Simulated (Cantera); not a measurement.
Cantera run:

```python
import numpy as np
import cantera as ct

gas_names = """
    CL CLO CL2 O O2 O3 Ti TiCL TiCL2 TiCL3 TiCL4 TiO TiOCL TiOCL2 TiO2
""".split()
cond_names = """
    Ti(a) Ti(b) Ti(L) TiCL2(s) TiCL3(s) TiCL4(L) TiO(a) TiO(b) TiO(L) TiO2(ru) TiO2(L) Ti2O3(a) Ti2O3(b)
    Ti2O3(L) Ti3O5(a) Ti3O5(b) Ti3O5(L) Ti4O7(s) Ti4O7(L)
""".split()


def load(file, names, dense=False):
    # The tables refer to 1 bar. Condensed volumes are neglected.
    table = {s.name: s for s in ct.Species.list_from_file(file)}
    out = []
    for n in names:
        d = dict(table[n].input_data)
        d["thermo"] = dict(d["thermo"], **{"reference-pressure": 1e5})
        if dense:
            d["equation-of-state"] = {"model": "constant-volume", "density": "1e6 g/cm^3"}
        out.append(ct.Species.from_dict(d))
    return out


gas = ct.Solution(thermo="ideal-gas", species=load("nasa_gas.yaml", gas_names))
cond = {s.name: ct.Solution(thermo="fixed-stoichiometry", species=[s], name=s.name)
        for s in load("nasa_condensed.yaml", cond_names, dense=True)}
atoms = {
    'TiO2': {'Ti': 1, 'O': 2},
    'Cl2': {'CL': 2},
    'O2': {'O': 2},
}
top_T = {'TiCL2(s)': 1300, 'TiCL3(s)': 1000}  # K; cautious upper limits of use, not melting points


def equilibrate(T, P, feed):
    n = {}
    for name, mol in feed.items():
        for a, k in atoms[name].items():
            n[a] = n.get(a, 0.0) + k * mol
    gas.TPX = T, P, n
    mass = sum(n.values()) * gas.mean_molecular_weight
    gas.equilibrate("TP")
    valid = [c for c in cond.values() if c.min_temp <= T <= top_T.get(c.name, c.max_temp)]
    mix = ct.Mixture([(gas, mass / gas.mean_molecular_weight)] + [(c, 0.0) for c in valid])
    mix.T, mix.P = T, P
    mix.equilibrate("TP", solver="vcs", rtol=1e-11, max_steps=5000)
    return mix


results = []
T = 1848.15  # K
P = 13332.2  # Pa
for m in [3.9, 7.8, 12, 16, 20, 24, 28, 32]:
    feed = {'TiO2': 1, 'Cl2': m, 'O2': 20}  # mol
    mix = equilibrate(T, P, feed)
    results.append((T, P, feed, dict(zip(mix.species_names, mix.species_moles))))
    x = sorted(zip(gas.X, gas.species_names), reverse=True)
    print(f"T = {T:g} K  P = {P:g} Pa  n(Cl2) = {m:g} mol  gas = {mix.phase_moles(0):.4g} mol")
    print("   x: " + "  ".join(f"{s} {v:.3e}" for v, s in x if v > 1e-05))
    print("   condensed (mol): " + ("  ".join(f"{mix.phase(i).name} {mix.phase_moles(i):.4g}"
          for i in range(1, mix.n_phases) if mix.phase_moles(i) > 1e-12) or "none"))
```

Result:

```
T = 1848.15 K  P = 13332.2 Pa  n(Cl2) = 3.9 mol  gas = 26.75 mol
   x: O2 7.469e-01  CL 2.127e-01  CL2 3.885e-02  CLO 1.145e-03  O 4.489e-04  TiCL4 1.696e-05  TiOCL2 1.396e-05
   condensed (mol): TiO2(ru) 0.9992
T = 1848.15 K  P = 13332.2 Pa  n(Cl2) = 7.8 mol  gas = 32.88 mol
   x: O2 6.074e-01  CL 3.087e-01  CL2 8.187e-02  CLO 1.499e-03  O 4.048e-04  TiCL4 9.267e-05  TiOCL2 3.263e-05
   condensed (mol): TiO2(ru) 0.9958
T = 1848.15 K  P = 13332.2 Pa  n(Cl2) = 12 mol  gas = 39.3 mol
   x: O2 5.081e-01  CL 3.712e-01  CL2 1.184e-01  CLO 1.648e-03  O 3.703e-04  TiCL4 2.315e-04  TiOCL2 5.158e-05
   condensed (mol): TiO2(ru) 0.9887
T = 1848.15 K  P = 13332.2 Pa  n(Cl2) = 16 mol  gas = 45.34 mol
   x: O2 4.406e-01  CL 4.115e-01  CL2 1.454e-01  CLO 1.701e-03  TiCL4 4.032e-04  O 3.448e-04  TiOCL2 6.806e-05
   condensed (mol): TiO2(ru) 0.9784
T = 1848.15 K  P = 13332.2 Pa  n(Cl2) = 20 mol  gas = 51.33 mol
   x: CL 4.410e-01  O2 3.893e-01  CL2 1.670e-01  CLO 1.714e-03  TiCL4 6.017e-04  O 3.241e-04  TiOCL2 8.315e-05
   condensed (mol): TiO2(ru) 0.9644
T = 1848.15 K  P = 13332.2 Pa  n(Cl2) = 24 mol  gas = 57.29 mol
   x: CL 4.635e-01  O2 3.490e-01  CL2 1.846e-01  CLO 1.705e-03  TiCL4 8.196e-04  O 3.068e-04  TiOCL2 9.704e-05  TiCL3 1.123e-05
   condensed (mol): TiO2(ru) 0.9468
T = 1848.15 K  P = 13332.2 Pa  n(Cl2) = 28 mol  gas = 63.23 mol
   x: CL 4.814e-01  O2 3.164e-01  CL2 1.991e-01  CLO 1.687e-03  TiCL4 1.051e-03  O 2.922e-04  TiOCL2 1.099e-04  TiCL3 1.387e-05
   condensed (mol): TiO2(ru) 0.9257
T = 1848.15 K  P = 13332.2 Pa  n(Cl2) = 32 mol  gas = 69.16 mol
   x: CL 4.958e-01  O2 2.896e-01  CL2 2.112e-01  CLO 1.662e-03  TiCL4 1.293e-03  O 2.795e-04  TiOCL2 1.219e-04  TiCL3 1.656e-05
   condensed (mol): TiO2(ru) 0.901
```

Equilibrium computed with Cantera from the NASA thermochemical tables; the gas is ideal and each condensed phase is pure.
